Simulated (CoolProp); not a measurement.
Saturation properties of R134a.

Computed with CoolProp (reference Helmholtz-energy equation of state, Tillner-Roth 1994).

```
T (K)  p (bar)  liquid viscosity (µPa s)  vapour viscosity (µPa s)  liquid conductivity (mW/(m K))
-----  -------  ------------------------  ------------------------  ------------------------------
292.7        …                         …                      11.5                            83.5
296.3        …                       199                         …                            81.9
300          …                       190                      11.8                            80.3
303.7    7.824                       182                      11.9                            78.8
307.3    8.662                       174                      12.1                            77.2
311      9.592                         …                      12.3                            75.6
314.7    10.60                       158                      12.5                            74.1
318.4    11.67                       151                      12.6                            72.5
```

Question: Fill in the missing entries.

Answer: 
- 292.7, p (bar): 5.638
- 292.7, liquid viscosity (µPa s): 209
- 296.3, p (bar): 6.295
- 296.3, vapour viscosity (µPa s): 11.6
- 300, p (bar): 7.028
- 311, liquid viscosity (µPa s): 166

It boils at 247.1 K under 1 atm.

Viscosity comes from a separate model (Huber 2003), an estimate that may be off by 10 % or more. Thermal conductivity comes from a separate model (McLinden 2000), an estimate that may be off by 10 % or more.
